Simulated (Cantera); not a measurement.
A closed system holds: 1 mol Ta2O5, 2.1 mol CO, equilibrated at 27.0 mbar.

Method: chemical equilibrium by Gibbs-energy minimisation in Cantera with the NASA 1993 tables (ideal gas, pure condensed phases). Candidate condensed phases: C, Ta, TaC, Ta2O5; 15 gas species. Rates play no part.

Task: At 2200 K, list the 4 most abundant gas species with their mole fractions, and the condensed phases.

Result: CO 0.998, TaO2 0.000753, CO2 0.000694, TaO 0.000157. Condensed: Ta2O5(l).
